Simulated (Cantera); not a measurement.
Feed: 1 mol SiC, 0.018 mol N2O, 42 mol N2, equilibrated at 510 Pa.

Cantera equilibrium calculation (NASA polynomials, part measured and part estimated; ideal gas, pure solids and liquids). Candidate condensed phases: C, Si, SiC, SiO2, Si2N2O, Si3N4; 34 gas species. Mutual solubility and eutectic melting of coexisting phases are not modelled. The tables' values for SiN are old estimates; treat these amounts as uncertain. Rates play no part.

log p: log10 of the partial pressure in bar; n: condensed amount in mol.

| T (K) | log p N2 | log p Si | log p CO | log p SiC2 | log p SiO | n C(graphite) | n Si2N2O(s) | n Si3N4(s) | n SiC(s) |
|---|---|---|---|---|---|---|---|---|---|
| 1098 | -2.29 | <-14 | -9.01 | <-14 | -14.16 | 1.000 | 0.0180 | 0.321 | 0 |
| 1248 | -2.29 | -14.20 | -7.12 | <-14 | -10.82 | 0.999 | 0.0174 | 0.322 | 0 |
| 1398 | -2.29 | -11.14 | -5.84 | <-14 | -8.16 | 0 | 0.00596 | 0 | 0.988 |
| 1548 | -2.29 | -8.59 | -5.74 | -13.11 | -6.43 | 0 | 0 | 0.00394 | 0.985 |
| 1698 | -2.29 | … | … | … | … | 0 | 0 | 0 | 0.990 |
| 1848 | -2.29 | … | … | … | … | 0 | 0 | 0 | 0.986 |
| 1998 | -2.29 | -5.64 | -5.67 | -7.02 | -7.70 | 0.00111 | 0 | 0 | 0.978 |
| 2148 | -2.29 | -4.70 | -5.67 | -5.80 | -7.56 | 0.144 | 0 | 0 | 0.801 |

**Question.** Some entries are withheld; supply them.

**Answer.** 
- 1848, log p Si: -5.92
- 1848, log p CO: -5.76
- 1848, log p SiC2: -9.25
- 1848, log p SiO: -6.34
- 1698, log p Si: -6.85
- 1698, log p CO: -5.93
- 1698, log p SiC2: -11.29
- 1698, log p SiO: -5.99
